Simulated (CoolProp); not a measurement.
Saturation properties of sulfur hexafluoride.

The numbers come from the reference Helmholtz-energy equation of state, Guder 2009 in CoolProp.

| T (K) | p (MPa) | liquid density (kg/m³) | vapour viscosity (µPa s) |
|---|---|---|---|
| 248.5 | 0.5916 | 1714 | 13.3 |
| 250.6 | 0.6344 | 1702 | 13.4 |
| 252.8 | 0.6817 | 1689 | 13.6 |
| 254.9 | 0.7291 | 1677 | 13.7 |
| 257 | 0.7790 | 1664 | 13.8 |
| 259.1 | 0.8314 | ___ | ___ |
| 261.2 | 0.8864 | 1638 | 14.1 |
| 263.3 | ___ | 1625 | 14.2 |
| 265.5 | 1.007 | 1610 | 14.4 |
| 267.6 | ___ | 1596 | 14.5 |
| 269.7 | ___ | 1582 | 14.7 |
| 271.8 | 1.206 | 1568 | 14.8 |
| 273.9 | 1.278 | 1553 | 15.0 |
| 276 | 1.353 | 1537 | 15.2 |
| 278.2 | 1.435 | 1521 | 15.3 |

Question: What belongs in the gaps?

Answer: 
- 259.1, liquid density (kg/m³): 1651
- 259.1, vapour viscosity (µPa s): 13.9
- 263.3, p (MPa): 0.9439
- 267.6, p (MPa): 1.070
- 269.7, p (MPa): 1.137

Viscosity comes from a separate model (Quiñones-Cisneros 2012).
